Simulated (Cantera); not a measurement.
Feed: 1 mol H₂S, 0.85 mol SO₂, 0.46 mol N₂, 0.03 mol O₂, equilibrated at 2048.15 K and 18.0 Torr.

Cantera equilibrium calculation (NASA polynomials, part measured and part estimated; ideal gas, pure solids and liquids). Candidate condensed phases: H₂O, H₂SO₄, S; 35 gas species. The numbers say what is thermodynamically allowed, not how fast it happens.

Base state: H₂O 0.190, S₂ 0.185, SO₂ 0.181, N₂ 0.166, H₂ 0.156, SO 0.0819, SH 0.0135, S 0.0120 (mole fractions); condensed: gas only.

### Question
What changes in the equilibrium state with this change: temperature from 2048.15 K to 3198.15 K?

### Answer
```json
[
 {"species": "H", "before": "0.00572", "after": "0.313"},
 {"species": "S", "before": "0.0120", "after": "0.216"},
 {"species": "O", "before": "2.01e-5", "after": "0.143"},
 {"species": "H₂O", "before": "0.190", "after": "0.00578"},
 {"species": "O₂", "before": "1.05e-5", "after": "0.0107"},
 {"species": "S₂", "before": "0.185", "after": "0.00590"},
 {"species": "OH", "before": "0.000758", "after": "0.0230"},
 {"species": "SO₂", "before": "0.181", "after": "0.0162"},
 {"species": "H₂", "before": "0.156", "after": "0.0301"},
 {"species": "SH", "before": "0.0135", "after": "0.00496"},
 {"species": "N₂", "before": "0.166", "after": "0.0926"},
 {"species": "SO", "before": "0.0819", "after": "0.133"},
 {"species": "N", "before": "4.68e-9", "after": "9.08e-5"},
 {"species": "H₂S", "before": "0.00541", "after": "2.77e-5"},
 {"species": "NO", "before": "2.83e-5", "after": "0.00464"},
 {"species": "S₂O", "before": "0.00216", "after": "4.32e-5"}
]
```

### Question
What changes in the equilibrium state with this change: temperature from 2048.15 K to 2575 K?

### Answer
```tsv
species	before	after
SO	0.0819	0.212
H₂	0.156	0.161
N₂	0.166	0.141
S₂	0.185	0.0632
H₂O	0.190	0.0862
H	0.00572	0.0896
OH	0.000758	0.0108
S	0.0120	0.0966
SO₂	0.181	0.113
SH	0.0135	0.0194
O	2.01e-5	0.00392
O₂	1.05e-5	0.000858
NO	2.83e-5	0.000707
```

### Question
What changes in the equilibrium state with this change: pressure from 18.0 Torr to 100 Torr?

### Answer
| species | before | after |
|---|---|---|
| H₂O | 0.190 | 0.228 |
| S₂ | 0.185 | 0.206 |
| SO₂ | 0.181 | 0.182 |
| H₂ | 0.156 | 0.124 |
| SO | 0.0819 | 0.0550 |
| S | 0.0120 | 0.00538 |
| H₂S | 0.00541 | 0.0107 |
| SH | 0.0135 | 0.0127 |
| N₂ | 0.166 | 0.170 |
| O | 2.01e-5 | 5.43e-6 |
| H | 0.00572 | 0.00216 |
